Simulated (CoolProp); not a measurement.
CH3F (R41) at 298.15 K and 5.67 MPa is throttled through a valve to 1.54 MPa with no heat exchange. Each further row changes one setting.

Values from CoolProp's reference Helmholtz-energy equation of state, Lemmon 2006. It is a short technical equation, of lower accuracy than the large ones.

```
case                       temperature change (K)                       final phase  final density (kg/m³)
-------------------------  ----------------------  --------------------------------  ---------------------
as stated                                   -35.0  two-phase, vapour fraction 0.252                    110
outlet pressure 0.462 MPa                   -70.7  two-phase, vapour fraction 0.395                   23.2
outlet pressure 2 MPa                       -25.7  two-phase, vapour fraction 0.202                    166
```
